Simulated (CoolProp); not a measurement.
A closed Brayton cycle with carbon dioxide: compressor inlet 325.15 K and 8.1 MPa, high pressure 28.3 MPa, turbine inlet 940 K, compressor efficiency 0.85, turbine efficiency 0.93, recuperator effectiveness 0 (on enthalpy, no pinch check). Each further row changes one setting.

Computed with CoolProp (reference Helmholtz-energy equation of state, Span 1996).

```tsv
case	thermal efficiency (%)	net work (kJ/kg)	compressor to turbine work	compressor exit (K)	turbine exit (K)
as stated	…	123	0.36	432.2	774.3
turbine inlet 890 K	…	111	…	432.2	730.1
compressor inlet 335.15 K	…	…	0.40	…	774.3
high pressure 24.1 MPa	16.3	111	…	…	794.7
recuperator effectiveness 0.5	26.0	123	0.36	432.2	774.3
```

### Question
What belongs in the gaps?

### Answer

- as stated, thermal efficiency (%): 18.3
- turbine inlet 890 K, thermal efficiency (%): 18.4
- turbine inlet 890 K, compressor to turbine work: 0.38
- compressor inlet 335.15 K, thermal efficiency (%): 17.9
- compressor inlet 335.15 K, net work (kJ/kg): 115
- compressor inlet 335.15 K, compressor exit (K): 449.7
- high pressure 24.1 MPa, compressor to turbine work: 0.34
- high pressure 24.1 MPa, compressor exit (K): 418.0
